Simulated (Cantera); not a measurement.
## Adiabatic ignition

An adiabatic, constant-volume homogeneous reactor starts with H₂ : O₂ : N₂ = 1 : 0.25 : 0.94 (molar parts), equivalence ratio 2.0, at 1275 K and 1.00 bar.

Computed with Cantera and the H2/O2 subset of GRI-Mech 3.0, which has no nitrogen chemistry.

```csv
t (s),T (K),P (bar),x H₂,x O₂,x H₂O₂,x H,x HO₂,x OH
2.00e-6,1275,1.00,0.457,0.114,1.43e-10,3.78e-8,2.87e-8,1.54e-9
6.78e-6,1275,1.00,0.457,0.114,1.90e-9,4.93e-7,1.35e-7,2.15e-8
2.30e-5,1277,1.00,0.456,0.114,6.20e-7,0.000624,3.64e-5,2.96e-5
7.79e-5,2746,1.98,0.233,0.000798,1.22e-7,0.0524,9.66e-7,0.0139
0.000264,2887,2.06,0.240,0.000441,1.04e-7,0.0379,6.20e-7,0.0114
0.000894,2887,2.06,0.240,0.000441,1.04e-7,0.0379,6.20e-7,0.0114
0.00303,2887,2.06,0.240,0.000441,1.04e-7,0.0379,6.20e-7,0.0114
0.0103,2887,2.06,0.240,0.000441,1.04e-7,0.0379,6.20e-7,0.0114
0.0348,2887,2.06,0.240,0.000441,1.04e-7,0.0379,6.20e-7,0.0114
0.118,2887,2.06,0.240,0.000441,1.04e-7,0.0379,6.20e-7,0.0114
0.400,2887,2.06,0.240,0.000441,1.04e-7,0.0379,6.20e-7,0.0114
```
x: mole fraction; the columns are a selection and need not sum to one.

The time of steepest temperature rise is 34.0 µs. The temperature at 0.400 s is 2887 K, the equilibrium temperature comes out as 2887 K and the x(H₂) at 0.400 s is 0.240 (gas-phase equilibrium 0.240). The x(O₂) at 0.400 s is 0.000441 (gas-phase equilibrium 0.000441) and the x(H₂O₂) at 0.400 s comes out as 1.04e-7 (gas-phase equilibrium 1.04e-7).
